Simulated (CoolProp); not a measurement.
Vapour-liquid equilibrium of propane (1) + n-butane (2) at 201.7 K; x and y are mole fractions of (1).

Computed with CoolProp (multi-fluid Helmholtz-energy mixture model, Lemmon 2009 and Bücker 2006; pair parameters Kunz 2012).

```csv
x,bubble pressure (MPa),y at the bubble point,dew pressure at overall composition x (MPa),liquid density (mol/L)
0.05,0.003193,0.342,0.002314,11.67
0.15,…,0.637,0.002555,11.87
0.25,0.007201,0.769,0.002852,12.09
0.35,…,0.844,0.003227,12.30
0.45,0.01126,0.891,0.003716,12.53
0.55,0.01329,…,0.004380,12.76
0.65,0.01531,0.949,0.005333,13.00
0.75,0.01733,0.968,0.006817,…
0.85,0.01935,0.983,0.009452,13.51
0.95,…,0.995,0.01541,13.78
```

**Question.** Complete the blanks.

**Answer.** 
- 0.15, bubble pressure (MPa): 0.005185
- 0.35, bubble pressure (MPa): 0.009228
- 0.55, y at the bubble point: 0.925
- 0.75, liquid density (mol/L): 13.25
- 0.95, bubble pressure (MPa): 0.02137

No azeotrope shows between x = 0.05 and 0.95.

The pair parameters rest on a limited set of measurements; away from them the model extrapolates.
